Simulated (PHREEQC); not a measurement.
Dissolve 0.0022 mol NaH2PO4 and 0.023 mol NH3 per kg of water at 20 °C. Closed to the air; pH follows from the charge balance.

Equilibrium calculation in PHREEQC: ion-association model, phreeqc.dat.

```csv
quantity,before,after
pH,10.37,4.97
ionic strength (mol/kgw),0.00686,0.00223
HPO4-2 (mol/kgw),0.00216,1.43e-5
NaHPO4- (mol/kgw),6.57e-6,5.00e-8
H2PO4- (mol/kgw),1.18e-6,0.00218
```

Which change was made?
A. NaH2PO4 from 0.0022 to 0.0033 mol/kgw
B. NaH2PO4 from 0.0022 to 0.00044 mol/kgw
C. 0.013 mol/kgw H3PO4 added
D. NH3 left out
E. NH3 from 0.023 to 0.046 mol/kgw

D, NH3 left out

Precipitation was switched off in this run.
